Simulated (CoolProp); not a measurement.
A closed Brayton cycle with nitrogen: compressor inlet 326.15 K and 4.6 MPa, high pressure 14.2 MPa, turbine inlet 880 K, compressor efficiency 0.8, turbine efficiency 0.85, recuperator effectiveness 0.8 (on enthalpy, no pinch check). Each further row changes one setting.

Computed with CoolProp (reference Helmholtz-energy equation of state, Span 2000).

```csv
case,thermal efficiency (%),net work (kJ/kg),compressor to turbine work,compressor exit (K),turbine exit (K)
as stated,21.2,57.5,0.74,482.2,686.4
turbine inlet 830 K,17.9,44.7,0.79,482.2,645.7
compressor inlet 336.15 K,19.5,52.2,0.77,496.8,686.4
high pressure 12.1 MPa,22.4,56.8,0.71,456.9,710.9
recuperator effectiveness 0.5,17.0,57.5,0.74,482.2,686.4
```
